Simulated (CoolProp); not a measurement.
Vapour-liquid equilibrium of m-xylene (1) + n-undecane (2) at 8.89 bar; x and y are mole fractions of (1).

Values from CoolProp's multi-fluid Helmholtz-energy mixture model, Zhou 2012 and Aleksandrov 2011; pair parameters Bell 2016.

**Question.** Give the bubble temperature and the first vapour's composition at x = 0.2, 0.425, 0.5. Is there an azeotrope?

**Answer.** x = 0.2: 567.4 K, y = 0.319; x = 0.425: 551.2 K, y = 0.601; x = 0.5: 546.1 K, y = 0.677. No azeotrope shows between x = 0.05 and 0.95.

Pair parameters are fitted to limited data, so mixtures are less certain than the pure fluids.
